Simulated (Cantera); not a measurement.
Input (Python, Cantera) and output of one run.

```python
import numpy as np
import cantera as ct

gas_names = """
    H H2 N NH NH2 NH3 N2 N2H2 N2H4 Si SiH SiH2 SiH3 SiH4 SiN Si2 Si2N Si3
""".split()
cond_names = """
    Si(cr) Si(L) Si3N4(a)
""".split()


# ... load() reads the species with a 1 bar reference pressure and builds the phases ...
atoms = {
    'trisilylamine': {'Si': 3, 'N': 1, 'H': 9},
    'NH3': {'N': 1, 'H': 3},
    'H2': {'H': 2},
}
top_T = {'Si3N4(a)': 2400}  # K; cautious upper limits of use, not melting points


# ... equilibrate(T, P, feed) seeds the gas with the atoms and calls Mixture.equilibrate('TP', solver="vcs", rtol=1e-11, max_steps=5000) ...
results = []
P = 2200  # Pa
for T in [948, 1048, 1148, 1248, 1348, 1448, 1548, 1648, 1748, 1848, 1948, 2048]:
    for m in [1.9, 2.7, 3.6, 4.4, 5.2, 6, 6.8, 7.6, 8.4]:
        feed = {'trisilylamine': 1, 'NH3': m, 'H2': 0.32}  # mol
        mix = equilibrate(T, P, feed)
        results.append((T, P, feed, dict(zip(mix.species_names, mix.species_moles))))

for T, P, feed, n in results:
    print(f"{T:7g} {feed['NH3']:10.4g}  " + (" + ".join(c for c in cond_names if n.get(c, 0) > 1e-12) or "gas only"))
```

Result:

```
    948        1.9  Si(cr) + Si3N4(a)
    948        2.7  Si(cr) + Si3N4(a)
    948        3.6  Si3N4(a)
    948        4.4  Si3N4(a)
    948        5.2  Si3N4(a)
    948          6  Si3N4(a)
    948        6.8  Si3N4(a)
    948        7.6  Si3N4(a)
    948        8.4  Si3N4(a)
   1048        1.9  Si(cr) + Si3N4(a)
   1048        2.7  Si(cr) + Si3N4(a)
   1048        3.6  Si3N4(a)
   1048        4.4  Si3N4(a)
   1048        5.2  Si3N4(a)
   1048          6  Si3N4(a)
   1048        6.8  Si3N4(a)
   1048        7.6  Si3N4(a)
   1048        8.4  Si3N4(a)
   1148        1.9  Si(cr) + Si3N4(a)
   1148        2.7  Si(cr) + Si3N4(a)
   1148        3.6  Si3N4(a)
   1148        4.4  Si3N4(a)
   1148        5.2  Si3N4(a)
   1148          6  Si3N4(a)
   1148        6.8  Si3N4(a)
   1148        7.6  Si3N4(a)
   1148        8.4  Si3N4(a)
   1248        1.9  Si(cr) + Si3N4(a)
   1248        2.7  Si(cr) + Si3N4(a)
   1248        3.6  Si3N4(a)
   1248        4.4  Si3N4(a)
   1248        5.2  Si3N4(a)
   1248          6  Si3N4(a)
   1248        6.8  Si3N4(a)
   1248        7.6  Si3N4(a)
   1248        8.4  Si3N4(a)
   1348        1.9  Si(cr) + Si3N4(a)
   1348        2.7  Si(cr) + Si3N4(a)
   1348        3.6  Si3N4(a)
   1348        4.4  Si3N4(a)
   1348        5.2  Si3N4(a)
   1348          6  Si3N4(a)
   1348        6.8  Si3N4(a)
   1348        7.6  Si3N4(a)
   1348        8.4  Si3N4(a)
   1448        1.9  Si(cr) + Si3N4(a)
   1448        2.7  Si(cr) + Si3N4(a)
   1448        3.6  Si3N4(a)
   1448        4.4  Si3N4(a)
   1448        5.2  Si3N4(a)
   1448          6  Si3N4(a)
   1448        6.8  Si3N4(a)
   1448        7.6  Si3N4(a)
   1448        8.4  Si3N4(a)
   1548        1.9  Si(cr) + Si3N4(a)
   1548        2.7  Si(cr) + Si3N4(a)
   1548        3.6  Si3N4(a)
   1548        4.4  Si3N4(a)
   1548        5.2  Si3N4(a)
   1548          6  Si3N4(a)
   1548        6.8  Si3N4(a)
   1548        7.6  Si3N4(a)
   1548        8.4  Si3N4(a)
   1648        1.9  Si(cr) + Si3N4(a)
   1648        2.7  Si(cr) + Si3N4(a)
   1648        3.6  Si(cr) + Si3N4(a)
   1648        4.4  Si3N4(a)
   1648        5.2  Si3N4(a)
   1648          6  Si3N4(a)
   1648        6.8  Si3N4(a)
   1648        7.6  Si3N4(a)
   1648        8.4  Si3N4(a)
   1748        1.9  Si(L)
   1748        2.7  Si(L) + Si3N4(a)
   1748        3.6  Si(L) + Si3N4(a)
   1748        4.4  Si(L) + Si3N4(a)
   1748        5.2  Si(L) + Si3N4(a)
   1748          6  Si(L) + Si3N4(a)
   1748        6.8  Si(L) + Si3N4(a)
   1748        7.6  Si(L) + Si3N4(a)
   1748        8.4  Si(L) + Si3N4(a)
   1848        1.9  Si(L)
   1848        2.7  Si(L)
   1848        3.6  Si(L)
   1848        4.4  Si(L)
   1848        5.2  Si(L)
   1848          6  Si(L)
   1848        6.8  Si(L)
   1848        7.6  Si(L)
   1848        8.4  Si(L)
   1948        1.9  Si(L)
   1948        2.7  Si(L)
   1948        3.6  Si(L)
   1948        4.4  Si(L)
   1948        5.2  Si(L)
   1948          6  Si(L)
   1948        6.8  Si(L)
   1948        7.6  Si(L)
   1948        8.4  Si(L)
   2048        1.9  Si(L)
   2048        2.7  Si(L)
   2048        3.6  Si(L)
   2048        4.4  Si(L)
   2048        5.2  Si(L)
   2048          6  Si(L)
   2048        6.8  Si(L)
   2048        7.6  Si(L)
   2048        8.4  Si(L)
```

These are equilibrium values from Cantera (NASA tables, ideal gas, pure condensed phases), not measurements of a reactor. The feed counts by its element totals alone. Mutual solubility and eutectic melting of coexisting phases are not modelled.
